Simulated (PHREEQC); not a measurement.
Solution A (0.067 mol/kgw H2SO4, 0.0005 mol/kgw NaCl and 0.0019 mol/kgw MnSO4) is mixed with solution B (0.11 mol/kgw HCl and 0.011 mol/kgw FeSO4) at 87 °C; shares are by mass of water, 1 kg in all. The system is closed to oxygen. No CO2 enters from the air. Only these solids could form: Pyrochroite, Halite, Mirabilite, Melanterite.

All values are PHREEQC results (ion-association model, wateq4f.dat), not measurements.

Predict Fe+2 (mol/kgw), Mn+2 (mol/kgw), MnSO4 (mol/kgw) at share of solution B = 0.1, 0.8, 1.


```csv
share of solution B,Fe+2 (mol/kgw),Mn+2 (mol/kgw),MnSO4 (mol/kgw)
0.1,0.000722,0.00133,0.000355
0.8,0.00745,0.000321,2.03e-5
1,0.00989,0,0
```

Complexes and solids missing from the database can't appear. Away from 25 °C the constants follow the database's enthalpies or fits; those with neither stay at their 25 °C values.
